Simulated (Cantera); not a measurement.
Input (Python, Cantera) and output of one run.

```python
import numpy as np
import cantera as ct

gas_names = """
    Cu CuO Cu2 H HNO HNO2 HNO3 HO2 H2 H2O H2O2 N NH NH2 NH3 NH2OH NO NO2 NO3 N2 N2H2 N2H4 N2O O OH O2 O3
""".split()
cond_names = """
    Cu(cr) Cu(L) CuO(s) CuO2H2(s) Cu2O(s) Cu2O(L) H2O(s) H2O(L)
""".split()


# ... load() reads the species with a 1 bar reference pressure and builds the phases ...
atoms = {
    'Cu2O': {'Cu': 2, 'O': 1},
    'H2': {'H': 2},
    'N2': {'N': 2},
}
top_T = {'CuO(s)': 1390}  # K; cautious upper limits of use, not melting points


# ... equilibrate(T, P, feed) seeds the gas with the atoms and calls Mixture.equilibrate('TP', solver="vcs", rtol=1e-11, max_steps=5000) ...
results = []
feed = {'Cu2O': 1, 'H2': 35, 'N2': 0.53}  # mol
T = 798.15  # K
P = 2500  # Pa
mix = equilibrate(T, P, feed)
results.append((T, P, feed, dict(zip(mix.species_names, mix.species_moles))))
print(gas.report(threshold=1e-05))
for i in range(1, mix.n_phases):
    print(f"{mix.phase(i).name:16s} {mix.phase_moles(i):12.5e} mol")
```

Result:

```
       temperature   798.15 K
          pressure   2500 Pa
           density   0.0010752 kg/m^3
  mean mol. weight   2.8541 kg/kmol
   phase of matter   gas

                          1 kg             1 kmol
                     ---------------   ---------------
          enthalpy        2.7798e+06         7.934e+06  J
   internal energy         4.547e+05        1.2978e+06  J
           entropy             68179        1.9459e+05  J/K
    Gibbs function       -5.1637e+07       -1.4738e+08  J
 heat capacity c_p             10474             29893  J/K
 heat capacity c_v            7560.4             21578  J/K

                      mass frac. Y      mole frac. X     chem. pot. / RT
                     ---------------   ---------------   ---------------
                H2           0.67592           0.95693           -20.708
               H2O           0.17765          0.028145           -67.906
                N2           0.14637          0.014913            -32.21
     [  +24 minor]        5.1949e-05        8.7059e-06

Cu(cr)            2.00000e+00 mol
CuO(s)            0.00000e+00 mol
CuO2H2(s)         0.00000e+00 mol
Cu2O(s)           0.00000e+00 mol
```

These are equilibrium values from Cantera (NASA tables, ideal gas, pure condensed phases), not measurements of a reactor.
